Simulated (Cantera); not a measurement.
Charge: 1 mol Si2H6, 0.15 mol O3, 35 mol H2, 2.6 mol NO, held at 100 Torr.

Method: chemical equilibrium by Gibbs-energy minimisation in Cantera with the NASA 1993 tables (ideal gas, pure condensed phases). Candidate condensed phases: H2O, Si, SiO2, Si2N2O, Si3N4; 35 gas species. The feed counts by its element totals alone. Mutual solubility and eutectic melting of coexisting phases are not modelled. The tables hold silica as quartz up to 1696 K and as liquid above; real silica turns to tridymite and cristobalite and melts near 1996 K. Rates play no part.

**Question.** Which condensed phases are stable at each of these points (T (K)): 898, 998, 1098, 1198, 1298, 1398, 1498, 1598, 1698, 1798, 1898, 1998, 2098?

**Answer.** 
```
T (K)             condensed phases  Si condensed (%)
-----  ---------------------------  ----------------
898     SiO2(β-quartz) + Si2N2O(s)             100.0
998     SiO2(β-quartz) + Si2N2O(s)             100.0
1098    SiO2(β-quartz) + Si2N2O(s)             100.0
1198    SiO2(β-quartz) + Si2N2O(s)             100.0
1298    SiO2(β-quartz) + Si2N2O(s)             100.0
1398    SiO2(β-quartz) + Si2N2O(s)             100.0
1498    SiO2(β-quartz) + Si2N2O(s)              99.8
1598    SiO2(β-quartz) + Si2N2O(s)              97.5
1698   SiO2(condensed) + Si2N2O(s)              77.4
1798               SiO2(condensed)              51.3
1898               SiO2(condensed)              45.5
1998                       SiO2(l)              25.6
2098                      gas only               0.0
```

From 898 K to 1598 K the condensed part is SiO2(β-quartz) + Si2N2O(s). At 1698 K the condensed part is SiO2(condensed) + Si2N2O(s). From 1798 K to 1898 K the condensed part is SiO2(condensed). At 1998 K the condensed part is SiO2(l). At 2098 K nothing is condensed.
